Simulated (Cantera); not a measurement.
A closed system holds: 1 mol SiCl4, 0.22 mol NH3, equilibrated at 452 °C and 1330 Pa.

Method: chemical equilibrium by Gibbs-energy minimisation in Cantera with the NASA 1993 tables (ideal gas, pure condensed phases). Candidate condensed phases: NH4Cl, Si, Si3N4; 28 gas species. The numbers say what is thermodynamically allowed, not how fast it happens.

Base state: SiCl4 0.625, HCl 0.224, H2 0.113, N2 0.0376, SiHCl3 9.70e-5 (mole fractions); condensed: Si3N4(s).

Task: What changes in the equilibrium state with this change: NH3 from 0.22 to 0.12 mol?

Result: 
```
species         before    after
-------------  -------  -------
SiCl4            0.625    0.756
HCl              0.224    0.160
H2               0.113   0.0632
N2              0.0376   0.0211
SiHCl3         9.70e-5  9.22e-5
Si3N4(s), mol   0.0274   0.0167
```

Task: What changes in the equilibrium state with this change: pressure from 1330 Pa to 12.0 Pa?

Result: 
| species | before | after |
|---|---|---|
| SiCl4 | 0.625 | 0.610 |
| HCl | 0.224 | 0.276 |
| H2 | 0.113 | 0.0861 |
| N2 | 0.0376 | 0.0287 |
| SiHCl3 | 9.70e-5 | 5.87e-5 |
| Si3N4(s), mol | 0.0274 | 0.0338 |
